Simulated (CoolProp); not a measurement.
Vapour-liquid equilibrium of R13 (1) + propylene (2) at 210.4 K; x and y are mole fractions of (1).

Model: multi-fluid Helmholtz-energy mixture model, Platzer 1990 and Lemmon 2013; pair parameters Bell 2016, in CoolProp. This equation is an older, rougher fit; its heat capacities, sound speeds and derivatives of the liquid may be far off and weren't checked against measurements.

Q: Give the bubble pressure and the first vapour's composition at x = 0.05, 0.35, 0.95. Is there an azeotrope?

A: x = 0.05: 0.7051 bar, y = 0.344; x = 0.35: 1.564 bar, y = 0.770; x = 0.95: 2.421 bar, y = 0.977. No azeotrope shows between x = 0.05 and 0.95.

The pair parameters rest on a limited set of measurements; away from them the model extrapolates.
